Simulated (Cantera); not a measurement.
A closed system holds: 1 mol KCl, 1.1 mol H₂O, 240 mol H₂, at 2.10 mbar.

These are equilibrium values from Cantera (NASA tables, ideal gas, pure condensed phases), not measurements of a reactor. Candidate condensed phases: H₂O, K, KCl, KOH, KO₂, K₂O, K₂O₂; 22 gas species. Kinetics and transport are ignored.

### Question
Which condensed phases are stable at each of these points (T (K)): 700, 800, 900, 1000, 1100, 1200, 1300, 1400, 1500, 1600, 1700, 1800, 1900, 2000?

### Answer
| T (K) | condensed phases | K condensed (%) |
|---|---|---|
| 700 | KCl(s) | 100.0 |
| 800 | KCl(s) | 96.3 |
| 900 | gas only | 0.0 |
| 1000 | gas only | 0.0 |
| 1100 | gas only | 0.0 |
| 1200 | gas only | 0.0 |
| 1300 | gas only | 0.0 |
| 1400 | gas only | 0.0 |
| 1500 | gas only | 0.0 |
| 1600 | gas only | 0.0 |
| 1700 | gas only | 0.0 |
| 1800 | gas only | 0.0 |
| 1900 | gas only | 0.0 |
| 2000 | gas only | 0.0 |

From 700 K to 800 K the condensed part is KCl(s). From 900 K to 2000 K nothing is condensed.
